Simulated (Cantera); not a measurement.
An isothermal, constant-pressure homogeneous reactor starts with CH4 : CO2 = 1 : 0.44 (molar parts), at 1800 K and 5.30 bar. Integrator tolerance rtol = 1e-08.

Cantera simulation using GRI-Mech 3.0 (53 species, 325 reactions); the numbers are that mechanism's predictions, not measurements. GRI-Mech 3.0 stops at C3 and has no aromatics, soot or wall deposition, so with more carbon than oxygen in the feed, carbon stays in small species such as C2H2 where larger ones or solid carbon would form.

**Question.** What does this change do: temperature 1800 to 1425 K?

**Answer.** 
```tsv
quantity	before	after
x(CH4) at 2.00 s	0.0360 (gas-phase equilibrium 0.0360)	0.276 (gas-phase equilibrium 0.209)
x(CO2) at 2.00 s	1.41e-6 (gas-phase equilibrium 1.41e-6)	0.0818 (gas-phase equilibrium 1.50e-5)
x(CH3) at 2.00 s	0.000151 (gas-phase equilibrium 0.000151)	3.59e-5 (gas-phase equilibrium 1.96e-5)
x(H2O) at 2.00 s	9.49e-6 (gas-phase equilibrium 9.51e-6)	0.150 (gas-phase equilibrium 3.73e-5)
x(HO2) at 2.00 s	<1e-12 (gas-phase equilibrium <1e-12)	<1e-12 (gas-phase equilibrium <1e-12)
```

**Question.** What does this change do: pressure from 5.30 bar to 100.0 Torr?

**Answer.** 
```
quantity                                             before                                     after
----------------  -----------------------------------------  ----------------------------------------
x(CH4) at 2.00 s      0.0360 (gas-phase equilibrium 0.0360)   0.00331 (gas-phase equilibrium 0.00110)
x(CO2) at 2.00 s    1.41e-6 (gas-phase equilibrium 1.41e-6)  0.000618 (gas-phase equilibrium 3.03e-8)
x(CH3) at 2.00 s  0.000151 (gas-phase equilibrium 0.000151)   8.59e-5 (gas-phase equilibrium 2.83e-5)
x(H2O) at 2.00 s    9.49e-6 (gas-phase equilibrium 9.51e-6)   0.00454 (gas-phase equilibrium 2.25e-7)
x(HO2) at 2.00 s      <1e-12 (gas-phase equilibrium <1e-12)     <1e-12 (gas-phase equilibrium <1e-12)
```
